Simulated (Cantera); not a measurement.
A Cantera script and what it prints.

```python
import numpy as np
import cantera as ct

gas_names = """
    CL CL2 H HCL H2 Si SiCL SiCL2 SiCL3 SiCL4 SiH SiHCL3 SiH2 SiH2CL2 SiH3 SiH3CL SiH4 Si2 Si3
""".split()
cond_names = """
    Si(cr) Si(L)
""".split()


# ... load() reads the species with a 1 bar reference pressure and builds the phases ...
atoms = {
    'SiH2Cl2': {'Si': 1, 'H': 2, 'CL': 2},
    'HCl': {'H': 1, 'CL': 1},
    'H2': {'H': 2},
}
top_T = {}  # K; cautious upper limits of use, not melting points


# ... equilibrate(T, P, feed) seeds the gas with the atoms and calls Mixture.equilibrate('TP', solver="vcs", rtol=1e-11, max_steps=5000) ...
results = []
feed = {'SiH2Cl2': 1, 'HCl': 0.52, 'H2': 75}  # mol
P = 110000  # Pa
for T in [1098, 1148, 1198, 1248, 1298, 1348, 1398, 1448, 1498, 1548, 1598, 1648, 1698, 1748]:
    mix = equilibrate(T, P, feed)
    results.append((T, P, feed, dict(zip(mix.species_names, mix.species_moles))))

top = {s: max(r[3][s] / sum(r[3][g] for g in gas_names) for r in results) for s in gas_names}
cols = sorted((s for s in top if top[s] > 1e-05), key=lambda s: -top[s])[:8]
seen = [c for c in cond_names if any(r[3].get(c, 0) > 1e-12 for r in results)]
print("log10 of partial pressures in bar; condensed amounts in mol")
print(f"{'T/K':>10s}" + "".join(f"{s[:9]:>10s}" for s in cols + seen))
for T, P, feed, n in results:
    ng = sum(n[g] for g in gas_names)
    print(f"{T:10.4g}" + "".join(f"{np.log10(max(n[s] / ng * P / 1e5, 1e-99)):10.3f}" for s in cols)
          + "".join(f"{n.get(c, 0):10.4g}" for c in seen))
```

Result:

```
log10 of partial pressures in bar; condensed amounts in mol
       T/K        H2       HCL    SiHCL3     SiCL2     SiCL4   SiH2CL2     SiCL3         H    Si(cr)     Si(L)
      1098     0.034    -1.964    -2.405    -3.654    -2.566    -3.167    -3.684    -7.590    0.4544         0
      1148     0.033    -1.843    -2.482    -3.377    -2.660    -3.207    -3.540    -7.128    0.5207         0
      1198     0.032    -1.743    -2.587    -3.146    -2.792    -3.266    -3.442    -6.705    0.5894         0
      1248     0.031    -1.666    -2.725    -2.962    -2.968    -3.348    -3.394    -6.315    0.6533         0
      1298     0.030    -1.610    -2.898    -2.825    -3.193    -3.455    -3.397    -5.955    0.7059         0
      1348     0.029    -1.573    -3.104    -2.728    -3.461    -3.584    -3.445    -5.621    0.7433         0
      1398     0.029    -1.552    -3.332    -2.663    -3.759    -3.728    -3.526    -5.311    0.7663         0
      1448     0.029    -1.540    -3.569    -2.620    -4.069    -3.878    -3.627    -5.021    0.7787         0
      1498     0.028    -1.534    -3.804    -2.590    -4.379    -4.029    -3.737    -4.751    0.7842         0
      1548     0.028    -1.531    -4.033    -2.569    -4.679    -4.174    -3.848    -4.497    0.7857         0
      1598     0.028    -1.530    -4.252    -2.552    -4.967    -4.314    -3.956    -4.260    0.7849         0
      1648     0.028    -1.530    -4.460    -2.538    -5.241    -4.447    -4.061    -4.036    0.7828         0
      1698     0.028    -1.530    -4.661    -2.532    -5.504    -4.578    -4.166    -3.826         0    0.7824
      1748     0.028    -1.524    -4.873    -2.554    -5.768    -4.729    -4.287    -3.627         0    0.7943
```

These are equilibrium values from Cantera (NASA tables, ideal gas, pure condensed phases), not measurements of a reactor. The tables' values for SiCl3 are old estimates; treat these amounts as uncertain. Gases not in the tables: Si2H6 and higher silanes.
